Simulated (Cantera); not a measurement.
A perfectly stirred reactor is fed with 3.84 % CH4, 96.1 % H2, 0.0605 % N2, at 0.0133 bar; it is held at 2000 K, and followed from long to short residence time.

Model: GRI-Mech 3.0 (53 species, 325 reactions), integrated in Cantera. GRI-Mech 3.0 stops at C3 and has no aromatics, soot or wall deposition, so with more carbon than oxygen in the feed, carbon stays in small species such as C2H2 where larger ones or solid carbon would form. Radical loss at walls, strong at low pressure, is not modelled.

x: mole fraction; the columns are a selection and need not sum to one.

| τ (s) | x CH4 | x H2 | x C2H2 | x C2H | x CH3 | x CH2 | x C2H6 |
|---|---|---|---|---|---|---|---|
| 0.78 | 0.00293 | 0.970 | 0.0167 | 2.89e-6 | 0.000531 | 5.83e-6 | 7.04e-8 |
| 0.36 | 0.00493 | 0.970 | 0.0157 | 2.37e-6 | 0.000786 | 7.32e-6 | 1.75e-7 |
| 0.17 | 0.00800 | 0.969 | 0.0140 | 1.86e-6 | 0.00112 | 8.76e-6 | 4.01e-7 |
| 0.078 | 0.0127 | 0.968 | 0.0115 | 1.34e-6 | 0.00154 | 1.00e-5 | 8.62e-7 |
| 0.036 | 0.0189 | 0.965 | 0.00830 | 8.28e-7 | 0.00198 | 1.05e-5 | 1.60e-6 |
| 0.017 | (withheld) | 0.962 | (withheld) | (withheld) | (withheld) | (withheld) | 2.34e-6 |
| 0.0079 | 0.0322 | 0.960 | 0.00183 | 1.11e-7 | 0.00206 | 6.69e-6 | 2.41e-6 |
| 0.0037 | 0.0361 | 0.960 | 0.000338 | 1.21e-8 | 0.00136 | 2.84e-6 | 1.36e-6 |
| 0.0017 | 0.0376 | 0.960 | 2.83e-5 | 4.90e-10 | 0.000687 | 7.47e-7 | 4.20e-7 |
| 0.00079 | 0.0381 | 0.961 | (withheld) | 1.32e-11 | (withheld) | (withheld) | (withheld) |
| 0.00037 | 0.0383 | 0.961 | 8.16e-8 | <1e-12 | 0.000154 | 3.81e-8 | 2.20e-8 |

Complete the blanks.


- 0.017, x CH4: 0.0258
- 0.017, x C2H2: 0.00483
- 0.017, x C2H: 4.00e-7
- 0.017, x CH3: 0.00223
- 0.017, x CH2: 9.63e-6
- 0.00079, x C2H2: 1.63e-6
- 0.00079, x CH3: 0.000326
- 0.00079, x CH2: 1.72e-7
- 0.00079, x C2H6: 1.02e-7
